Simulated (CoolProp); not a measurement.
R11 along the isotherm 84.45 °C: density (kg/m³) from the reference equation and from simpler models built on Tc = 198.0 °C, pc = 4.408 MPa, ω = 0.189; each cubic takes its own stable root.

Model: reference Helmholtz-energy equation of state, Jacobsen 1992, in CoolProp.

```json
[
 {"p (MPa)": "1.1", "phase": "liquid", "reference": "1325"},
 {"p (MPa)": "2.2", "phase": "liquid", "reference": "1330"},
 {"p (MPa)": "3.31", "phase": "liquid", "reference": "1336"},
 {"p (MPa)": "4.41", "phase": "liquid", "reference": "1341"},
 {"p (MPa)": "5.51", "phase": "liquid", "reference": "1346"},
 {"p (MPa)": "6.61", "phase": "liquid", "reference": "1351"},
 {"p (MPa)": "7.71", "phase": "liquid", "reference": "1355"},
 {"p (MPa)": "8.82", "phase": "liquid", "reference": "1360"},
 {"p (MPa)": "9.92", "phase": "liquid", "reference": "1364"},
 {"p (MPa)": "11", "phase": "liquid", "reference": "1368"}
]
```

**Question.** How far does each simpler model (van der Waals, Redlich-Kwong, Soave-Redlich-Kwong, Peng-Robinson) lie from the reference over these 10 states: mean and median of the absolute difference, and the worst?

**Answer.** 
- van der Waals: mean 40.6 %, median 34.6 %, worst -95.4 % at 84.45 °C and 1.1 MPa
- Redlich-Kwong: mean 8.0 %, median 8.0 %, worst -9.7 % at 84.45 °C and 1.1 MPa
- Soave-Redlich-Kwong: mean 5.6 %, median 5.6 %, worst -6.7 % at 84.45 °C and 1.1 MPa
- Peng-Robinson: mean 6.6 %, median 6.6 %, worst +7.3 % at 84.45 °C and 11 MPa

At some of these states van der Waals gives the other phase, because its saturation line lies elsewhere.
